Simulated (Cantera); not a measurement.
What does this Cantera script print?

```python
import numpy as np
import cantera as ct

gas = ct.Solution("gri30.yaml")
gas.TPX = 650, 100000, {'CH4': 1, 'O2': 1.33, 'N2': 5.01}
flame = ct.FreeFlame(gas, width=0.04)
flame.set_refine_criteria(ratio=3, slope=0.08, curve=0.16)
flame.transport_model = "mixture-averaged"
flame.solve(loglevel=0, auto=True)
z, T = flame.grid, flame.T
thick = (T[-1] - T[0]) / np.gradient(T, z).max()
show = ['CH4', 'O2', 'CH3', 'O', 'CH2', 'C2H4']
print(f"laminar burning velocity  {flame.velocity[0] * 100:.3f} cm/s")
print(f"burnt temperature         {T[-1]:.1f} K")
print(f"thermal thickness         {thick * 1e3:.4f} mm")
print(f"grid points               {len(z)}")
z0 = z[flame.heat_release_rate.argmax()]
print(f"{'z/mm':>9s}{'T/K':>9s}{'u/(m/s)':>9s}" + "".join(f"{s:>11s}" for s in show))
rows = []
for k in (-3, -2, -1.5, -1, -0.5, -0.25, 0, 0.25, 0.5, 1, 2, 4, 8):
    zz = z0 + k * thick
    rows.append([k * thick, np.interp(zz, z, T), np.interp(zz, z, flame.velocity),
                 *(np.interp(zz, z, flame.X[gas.species_index(s)]) for s in show)])
    print(f"{rows[-1][0] * 1e3:9.3f}{rows[-1][1]:9.1f}{rows[-1][2]:9.3f}" + "".join(f"{x:11.3e}" for x in rows[-1][3:]))
```

It prints:

```
laminar burning velocity  64.368 cm/s
burnt temperature         2148.9 K
thermal thickness         0.6039 mm
grid points               134
     z/mm      T/K  u/(m/s)        CH4         O2        CH3          O        CH2       C2H4
   -1.812    650.6    0.647  1.355e-01  1.804e-01  2.418e-08  1.105e-13  1.504e-18  1.718e-07
   -1.208    655.9    0.656  1.340e-01  1.789e-01  2.739e-07  1.015e-11  1.521e-15  2.934e-06
   -0.906    675.5    0.681  1.313e-01  1.763e-01  1.418e-06  3.630e-10  1.381e-13  1.846e-05
   -0.604    777.0    0.795  1.211e-01  1.667e-01  1.488e-05  3.919e-08  4.906e-11  1.576e-04
   -0.302   1176.2    1.234  8.414e-02  1.261e-01  4.416e-04  4.104e-06  6.010e-08  1.183e-03
   -0.151   1531.2    1.633  4.920e-02  8.306e-02  2.276e-03  3.438e-05  3.614e-06  2.260e-03
    0.000   1858.7    2.010  1.693e-02  3.684e-02  4.053e-03  1.119e-04  4.540e-05  1.621e-03
    0.151   2028.9    2.205  4.073e-03  1.157e-02  2.225e-03  1.138e-04  6.812e-05  3.407e-04
    0.302   2090.1    2.273  1.212e-03  3.333e-03  8.750e-04  6.772e-05  3.776e-05  4.930e-05
    0.604   2122.6    2.305  2.677e-04  3.496e-04  1.917e-04  3.039e-05  9.019e-06  2.380e-06
    1.208   2135.2    2.317  5.638e-05  2.383e-05  3.380e-05  1.751e-05  1.439e-06  1.199e-07
    2.416   2140.7    2.323  9.003e-06  1.078e-05  4.500e-06  1.171e-05  1.635e-07  8.705e-09
    4.831   2144.3    2.326  7.559e-07  7.138e-06  3.152e-07  7.853e-06  9.571e-09  5.317e-10
```

Computed with Cantera and GRI-Mech 3.0 (53 species, 325 reactions). Burning velocities carry a grid error of a few per cent, more on coarse grids.
